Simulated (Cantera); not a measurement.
Mixture: H2 : O2 : N2 = 1 : 0.278 : 1.04 (molar parts), equivalence ratio 1.8, at 713 Torr, adiabatic and at constant volume. Ignition delay is the time to a rise of 400 K.

Model: the H2/O2 subset of GRI-Mech 3.0, which has no nitrogen chemistry, integrated in Cantera. Where the delays flatten at high temperature, the 400 K rule measures the pace of heat release, not the induction time.

What does this change do: N2 1.04 to 1.4 parts?


```json
[
 {"quantity": "delay at 1075 K", "before": "0.124 ms", "after": "0.144 ms"},
 {"quantity": "delay at 1175 K", "before": "58.9 µs", "after": "69.0 µs"},
 {"quantity": "delay at 1275 K", "before": "35.1 µs", "after": "41.5 µs"},
 {"quantity": "delay at 1375 K", "before": "23.7 µs", "after": "28.4 µs"},
 {"quantity": "delay at 1475 K", "before": "17.6 µs", "after": "21.7 µs"}
]
```
